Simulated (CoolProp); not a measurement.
Vapour-liquid equilibrium of C2F6 (R116) (1) + propylene (2) at -29.75 °C; x and y are mole fractions of (1).

Model: multi-fluid Helmholtz-energy mixture model, Lemmon 2006 and Lemmon 2013; pair parameters Bell 2016, in CoolProp.

Give the bubble pressure and the first vapour's composition at x = 0.05, 0.65, 0.95. Is there an azeotrope?

x = 0.05: 393.4 kPa, y = 0.456; x = 0.65: 761.4 kPa, y = 0.768; x = 0.95: 781.3 kPa, y = 0.941. y crosses x between x = 0.8 and 0.95: the model has an azeotrope there.

The pair parameters rest on a limited set of measurements; away from them the model extrapolates. With so large a gap from Raoult's law the liquid may split in two, which this calculation doesn't test in full.
